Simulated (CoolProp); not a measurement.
Cyclopentane at 298.15 K and 2.28 MPa is throttled through a valve to 0.772 MPa with no heat exchange. Each further row changes one setting.

Model: reference Helmholtz-energy equation of state, Gedanitz 2015, in CoolProp.

```json
[
 {"case": "as stated", "temperature change (K)": "(withheld)", "final density (kg/m³)": "740"},
 {"case": "outlet pressure 0.232 MPa", "temperature change (K)": "(withheld)", "final density (kg/m³)": "740"},
 {"case": "outlet pressure 1 MPa", "temperature change (K)": "(withheld)", "final density (kg/m³)": "(withheld)"}
]
```

Question: What belongs in the gaps?

Answer: 
- as stated, temperature change (K): +0.7
- outlet pressure 0.232 MPa, temperature change (K): +0.9
- outlet pressure 1 MPa, temperature change (K): +0.6
- outlet pressure 1 MPa, final density (kg/m³): 741
